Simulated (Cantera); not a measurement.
Input: 1 mol AlN, a varied amount of O₂, 3.6 mol H₂, held at 873 K and 1000 Pa.

Equilibrium computed with Cantera from the NASA thermochemical tables; the gas is ideal and each condensed phase is pure. Candidate condensed phases: Al, AlN, Al₂O₃, H₂O; 35 gas species. The numbers say what is thermodynamically allowed, not how fast it happens.

### Question
At 8.3 mol O₂, list the 3 most abundant gas species with their mole fractions, and the condensed phases.

### Answer
O₂ 0.584, H₂O 0.365, N₂ 0.0508. Condensed: Al₂O₃(s).
